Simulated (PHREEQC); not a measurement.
Model water analysis in mg/L, 25 °C, pH 7.54, pe 2.1: Na 19.7; K 0.00449; Ca 28.2; Mg 2.28; Cl 12; S(6) as SO4 23.7; Alkalinity as HCO3 99.3; Si as SiO2 0.487; Br 0.122; Zn 0.285; Fe(2) 0.257.

Valence states are taken as typed.

Model: ion-association model, wateq4f.dat, run in PHREEQC.

No solid was allowed to form.

Q: Estimate the charge-balance error.

A: charge-balance error 0.2 %.

Q: In which forms is Fe present?

A: Fe+2 83 %, FeHCO3+ 10 %, FeCO3 3.8 %, FeSO4 2.0 %, FeOH+ 0.8 % of the Fe.

Complexes and solids missing from the database can't appear. The database's zinc carbonate complexes are estimates, stronger than later reviews accept.
